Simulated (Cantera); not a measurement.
An isothermal, constant-pressure homogeneous reactor starts with CH4 : CO2 = 1 : 0.58 (molar parts), at 1550 K and 82.5 Torr. Integrator tolerance rtol = 1e-08.

Detailed kinetics in Cantera: GRI-Mech 3.0 (53 species, 325 reactions). GRI-Mech 3.0 stops at C3 and has no aromatics, soot or wall deposition, so with more carbon than oxygen in the feed, carbon stays in small species such as C2H2 where larger ones or solid carbon would form.

```tsv
quantity	before	after
x(CH4) at 20.0 s	0.0191 (gas-phase equilibrium 0.00584)	0.00494 (gas-phase equilibrium 0.00232)
x(CO2) at 20.0 s	0.0158 (gas-phase equilibrium 7.66e-8)	0.00165 (gas-phase equilibrium 5.86e-8)
x(H2O2) at 20.0 s	<1e-12 (gas-phase equilibrium <1e-12)	<1e-12 (gas-phase equilibrium <1e-12)
x(CH2) at 20.0 s	1.01e-8 (gas-phase equilibrium 1.70e-9)	1.48e-8 (gas-phase equilibrium 6.24e-9)
x(C2H) at 20.0 s	3.59e-8 (gas-phase equilibrium 2.05e-8)	1.12e-7 (gas-phase equilibrium 1.04e-7)
x(CO) at 20.0 s	0.305 (gas-phase equilibrium 0.369)	0.361 (gas-phase equilibrium 0.368)
x(C2H2) at 20.0 s	0.105 (gas-phase equilibrium 0.0633)	0.0695 (gas-phase equilibrium 0.0652)
```

**Question.** Which change was made?
(A) temperature 1550 to 1448 K
(B) temperature 1550 to 1650 K
(C) CO2 0.58 to 0.099 parts
(D) CO2 0.58 to 0.26 parts

**Answer.** B, temperature 1550 to 1650 K
